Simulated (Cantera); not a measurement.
Feed: 1 mol MgO, a varied amount of N2, equilibrated at 0.133 bar.

Cantera equilibrium calculation (NASA polynomials, part measured and part estimated; ideal gas, pure solids and liquids). Candidate condensed phases: Mg, MgO; 13 gas species. Equilibrium is a limit: real reactors are often held back by kinetics, nucleation or transport.

Stable condensed phases, one row left out:

```
T in K \ n(N2) in mol
          0.02 0.036 0.064  0.11   0.2  0.35  0.62   1.1   1.9   3.4     6
   2900      A     A     A     A     A     A     A     A     A     B     B
   2850      A     A     A     A     A     A     A     A     A     A     B
   2750      A     A     A     A     A     A     A     A     A     A     A
   2700      A     A     A     A     A     A     A     A     A     A     A
   2650      A     A     A     A     A     A     A     A     A     A     A
   2600      A     A     A     A     A     A     A     A     A     A     A
   2550      A     A     A     A     A     A     A     A     A     A     A
   2500      A     A     A     A     A     A     A     A     A     A     A
   2450      A     A     A     A     A     A     A     A     A     A     A
   2400      A     A     A     A     A     A     A     A     A     A     A
   2350      A     A     A     A     A     A     A     A     A     A     A
```

A: MgO; B: gas only.

### Question
Give the row for 2800 K.

### Answer
0.02: MgO; 0.036: MgO; 0.064: MgO; 0.11: MgO; 0.2: MgO; 0.35: MgO; 0.62: MgO; 1.1: MgO; 1.9: MgO; 3.4: MgO; 6: MgO.
